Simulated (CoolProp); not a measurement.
Values from CoolProp's reference Helmholtz-energy equation of state, Lemmon 2006. It is a short technical equation, of lower accuracy than the large ones.

For toluene, give the phase and the density (kg/m³), cp (kJ/(kg K)), isothermal compressibility (1/MPa), expansivity (1/kK) at 620 K and 1240 kPa.


- 620 K and 1240 kPa: gas; density 24.6, cp 2.26, isothermal compressibility 0.901, expansivity 2.28
